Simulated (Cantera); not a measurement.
Input: 1 mol Si, a varied amount of N2O, 13 mol N2, at 952 °C and 6.80e-6 bar.

These are equilibrium values from Cantera (NASA tables, ideal gas, pure condensed phases), not measurements of a reactor. Candidate condensed phases: Si, SiO2, Si2N2O, Si3N4; 16 gas species. Mutual solubility and eutectic melting of coexisting phases are not modelled. The tables hold silica as quartz up to 1696 K and as liquid above; real silica turns to tridymite and cristobalite and melts near 1996 K. Kinetics and transport are ignored.

Q: Which condensed phases are stable at each of these points (n(N2O) (mol)): 0.27, 0.84, 1.4, 2, 2.5, 3.1, 3.7, 4.3, 4.8?

A: 
```tsv
n(N2O) (mol)	condensed phases	Si condensed (%)
0.27	Si2N2O(s) + Si3N4(s)	100.0
0.84	SiO2(β-quartz) + Si2N2O(s)	97.3
1.4	SiO2(β-quartz) + Si2N2O(s)	97.2
2	SiO2(β-quartz)	100.0
2.5	SiO2(β-quartz)	100.0
3.1	SiO2(β-quartz)	100.0
3.7	SiO2(β-quartz)	100.0
4.3	SiO2(β-quartz)	100.0
4.8	SiO2(β-quartz)	100.0
```

At 0.27 mol N2O the condensed part is Si2N2O(s) + Si3N4(s). From 0.84 mol N2O to 1.4 mol N2O the condensed part is SiO2(β-quartz) + Si2N2O(s). From 2 mol N2O to 4.8 mol N2O the condensed part is SiO2(β-quartz).
